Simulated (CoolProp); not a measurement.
Vapour pressure (MPa) of normal hydrogen: the reference equation beside estimates from Tc = -240.0 °C, pc = 1.296 MPa, ω = -0.219. Clausius-Clapeyron is anchored at -249.45 °C with a constant enthalpy of vaporisation of 0.8556 kJ/mol.

Computed with CoolProp (reference Helmholtz-energy equation of state, Leachman 2009).

```json
[
 {"T (°C)": "-253.75", "reference": "0.07521", "Lee-Kesler": "0.07527", "Clausius-Clapeyron": "0.09207", "van der Waals": "0.09746", "Redlich-Kwong": "0.02037", "Soave-Redlich-Kwong": "0.06998", "Peng-Robinson": "0.07527"},
 {"T (°C)": "-252.65", "reference": "0.1053", "Lee-Kesler": "0.1054", "Clausius-Clapeyron": "0.1224", "van der Waals": "0.1339", "Redlich-Kwong": "0.03626", "Soave-Redlich-Kwong": "0.1007", "Peng-Robinson": "0.1068"},
 {"T (°C)": "-251.55", "reference": "0.1432", "Lee-Kesler": "0.1434", "Clausius-Clapeyron": "0.1580", "van der Waals": "0.1786", "Redlich-Kwong": "0.06013", "Soave-Redlich-Kwong": "0.1399", "Peng-Robinson": "0.1466"},
 {"T (°C)": "-250.45", "reference": "0.1900", "Lee-Kesler": "0.1901", "Clausius-Clapeyron": "0.1991", "van der Waals": "0.2323", "Redlich-Kwong": "0.09402", "Soave-Redlich-Kwong": "0.1886", "Peng-Robinson": "0.1956"},
 {"T (°C)": "-249.45", "reference": "0.2410", "Lee-Kesler": "0.2412", "Clausius-Clapeyron": "0.2410", "van der Waals": "0.2894", "Redlich-Kwong": "0.1353", "Soave-Redlich-Kwong": "0.2419", "Peng-Robinson": "0.2490"},
 {"T (°C)": "-248.35", "reference": "0.3076", "Lee-Kesler": "0.3077", "Clausius-Clapeyron": "0.2922", "van der Waals": "0.3620", "Redlich-Kwong": "0.1942", "Soave-Redlich-Kwong": "0.3115", "Peng-Robinson": "0.3184"},
 {"T (°C)": "-247.25", "reference": "0.3862", "Lee-Kesler": "0.3861", "Clausius-Clapeyron": "0.3485", "van der Waals": "0.4454", "Redlich-Kwong": "0.2691", "Soave-Redlich-Kwong": "0.3933", "Peng-Robinson": "0.3997"},
 {"T (°C)": "-246.25", "reference": "0.4690", "Lee-Kesler": "0.4687", "Clausius-Clapeyron": "0.4040", "van der Waals": "0.5310", "Redlich-Kwong": "0.3529", "Soave-Redlich-Kwong": "0.4791", "Peng-Robinson": "0.4848"},
 {"T (°C)": "-245.15", "reference": "0.5736", "Lee-Kesler": "0.5731", "Clausius-Clapeyron": "0.4695", "van der Waals": "0.6364", "Redlich-Kwong": "0.4639", "Soave-Redlich-Kwong": "0.5867", "Peng-Robinson": "0.5914"},
 {"T (°C)": "-244.05", "reference": "0.6936", "Lee-Kesler": "0.6931", "Clausius-Clapeyron": "0.5395", "van der Waals": "0.7539", "Redlich-Kwong": "0.5966", "Soave-Redlich-Kwong": "0.7090", "Peng-Robinson": "0.7126"},
 {"T (°C)": "-242.95", "reference": "0.8305", "Lee-Kesler": "0.8302", "Clausius-Clapeyron": "0.6137", "van der Waals": "0.8839", "Redlich-Kwong": "0.7524", "Soave-Redlich-Kwong": "0.8467", "Peng-Robinson": "0.8491"},
 {"T (°C)": "-241.95", "reference": "0.9711", "Lee-Kesler": "0.9712", "Clausius-Clapeyron": "0.6845", "van der Waals": "1.013", "Redlich-Kwong": "0.9157", "Soave-Redlich-Kwong": "0.9859", "Peng-Robinson": "0.9872"},
 {"T (°C)": "-240.85", "reference": "1.145", "Lee-Kesler": "1.146", "Clausius-Clapeyron": "0.7659", "van der Waals": "1.168", "Redlich-Kwong": "1.120", "Soave-Redlich-Kwong": "1.155", "Peng-Robinson": "1.155"}
]
```

Absolute difference from the reference over all 13 rows, mean and median: Lee-Kesler 0.1 and 0.1 %, Clausius-Clapeyron 16.3 and 16.2 %, van der Waals 15.6 and 15.3 %, Redlich-Kwong 33.3 and 30.3 %, Soave-Redlich-Kwong 2.2 and 2.0 %, Peng-Robinson 2.4 and 2.7 %.
